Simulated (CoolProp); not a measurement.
R1224YDZ along the isotherm 199.95 °C: Z from the reference equation and from simpler models built on Tc = 155.5 °C, pc = 3.334 MPa, ω = 0.325; each cubic takes its own stable root.

The numbers come from the reference Helmholtz-energy equation of state, Akasaka 2023 in CoolProp.

```tsv
p (MPa)	phase	reference	van der Waals	Redlich-Kwong	Soave-Redlich-Kwong	Peng-Robinson
0.521	gas	0.9610	0.9625	0.9592	0.9620	0.9567
1.04	gas	0.9205	0.9227	0.9167	0.9228	0.9124
1.56	gas	0.8783	0.8799	0.8719	0.8818	0.8668
2.08	gas	0.8341	0.8333	0.8245	0.8391	0.8196
2.6	gas	0.7879	0.7819	0.7739	0.7942	0.7709
3.13	gas	0.7386	0.7225	0.7183	0.7463	0.7195
3.65	supercritical	0.6879	0.6542	0.6590	0.6969	0.6675
4.17	supercritical	0.6342	0.5715	0.5946	0.6459	0.6148
4.69	supercritical	0.5768	0.4840	0.5286	0.5952	0.5636
5.21	supercritical	0.5145	0.4437	0.4743	0.5498	0.5184
5.73	supercritical	0.4529	0.4404	0.4450	0.5163	0.4849
6.25	supercritical	0.4144	0.4503	0.4355	0.4973	0.4649
6.77	supercritical	0.4018	0.4656	0.4368	0.4900	0.4560
7.29	supercritical	0.4024	0.4836	0.4438	0.4905	0.4547
7.81	supercritical	0.4093	0.5031	0.4540	0.4959	0.4582
8.34	supercritical	0.4198	0.5239	0.4663	0.5047	0.4649
```
